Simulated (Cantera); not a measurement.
Feed: 1 mol Si3N4, 4.1 mol HCl, 1.6 mol H2, 7 mol NF3, at 39.0 mbar.

Cantera equilibrium calculation (NASA polynomials, part measured and part estimated; ideal gas, pure solids and liquids). Candidate condensed phases: NH4Cl, Si, Si3N4; 49 gas species. Equilibrium is a limit: real reactors are often held back by kinetics, nucleation or transport. All values below are at 1175 K.

Base state: HF 0.389, N2 0.293, SiF4 0.160, ClF 0.0881, Cl2 0.0629, Cl 0.00460, F 0.00250 (mole fractions); condensed: gas only.

What changes in the equilibrium state with this change: pressure from 39.0 mbar to 21.0 Pa?


| species | before | after |
|---|---|---|
| HF | 0.389 | 0.374 |
| N2 | 0.293 | 0.282 |
| SiF4 | 0.160 | 0.154 |
| Cl | 0.00460 | 0.0546 |
| ClF | 0.0881 | 0.0604 |
| F | 0.00250 | 0.0268 |
| Cl2 | 0.0629 | 0.0477 |
